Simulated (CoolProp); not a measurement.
Properties of R245fa along the isobar 4.03 MPa (Tc = 427.0 K, pc = 3.651 MPa, ω = 0.378).

Computed with CoolProp (reference Helmholtz-energy equation of state, Akasaka 2015).

| T (K) | phase | density (kg/m³) | Joule-Thomson coefficient (K/MPa) | expansivity (1/kK) |
|---|---|---|---|---|
| 197 | liquid | 1590 | -0.3968 | 1.404 |
| 204.3 | liquid | 1573 | -0.3904 | 1.426 |
| 211.7 | liquid | 1557 | -0.3833 | 1.450 |
| 219.1 | liquid | 1540 | -0.3756 | ? |
| 226.4 | liquid | 1523 | -0.3674 | 1.503 |
| 233.8 | liquid | 1506 | -0.3585 | 1.532 |
| 241.1 | liquid | ? | -0.3490 | 1.562 |
| 248.5 | liquid | 1472 | -0.3386 | 1.596 |
| 255.9 | liquid | 1455 | -0.3274 | 1.632 |
| 263.2 | liquid | 1437 | -0.3155 | 1.671 |
| 270.6 | liquid | 1419 | -0.3025 | 1.714 |
| 278 | liquid | 1401 | -0.2883 | 1.762 |
| 285.3 | liquid | 1383 | -0.2731 | 1.814 |
| 292.7 | liquid | ? | -0.2562 | 1.872 |
| 300.1 | liquid | 1345 | -0.2377 | 1.937 |
| 307.4 | liquid | 1326 | -0.2176 | 2.009 |

Q: Complete the blanks.

A: 
- 219.1, expansivity (1/kK): 1.476
- 241.1, density (kg/m³): 1489
- 292.7, density (kg/m³): 1364
